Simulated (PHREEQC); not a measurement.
0.076 g of hydrous ferric oxide (600 m²/g; 0.2 weak and 0.005 strong sites per Fe, Dzombak-Morel constants, diffuse double layer) in 1 kg of water with 0.1 mol/kgw of an inert sodium salt and 2.5e-06 mol CuSO4, at 25 °C; the pH is set by adding NaOH or the inert anion's acid. Oxygen alone is held at its pressure in air (log pO2 = -0.68). No CO2 enters from the air. Precipitation was switched off in this run.

Equilibrium calculation in PHREEQC: ion-association model, wateq4f.dat.

| pH | S sorbed (%) | Cu sorbed (%) | surface charge σ (C/m²) | surface potential ψ (mV) |
|---|---|---|---|---|
| 3 | 95.4 | 0.0 | 0.354 | 151 |
| 3.38 | 95.3 | 0.0 | 0.345 | 150 |
| 4.12 | 93.1 | 1.2 | 0.303 | 144 |
| 4.5 | 89.8 | 5.6 | 0.266 | 137 |
| 4.88 | 82.8 | 21.4 | 0.224 | 128 |
| 5.62 | 50.4 | 80.6 | 0.145 | 107 |
| 6 | 27.8 | 94.6 | 0.112 | 94 |
| 6.38 | 11.6 | 98.7 | 0.083 | 79 |
| 7.12 | 1.2 | 99.8 | 0.040 | 48 |
| 7.5 | 0.3 | 99.9 | 0.023 | 31 |
| 7.88 | 0.1 | 99.9 | 0.009 | 12 |
| 8.62 | 0.0 | 99.8 | -0.017 | -23 |
| 9 | 0.0 | 99.8 | -0.033 | -41 |

The database's constant for dissolved Cu(OH)2 is higher than later reviews accept. The oxide is taken as insoluble; below pH 4 it would dissolve.
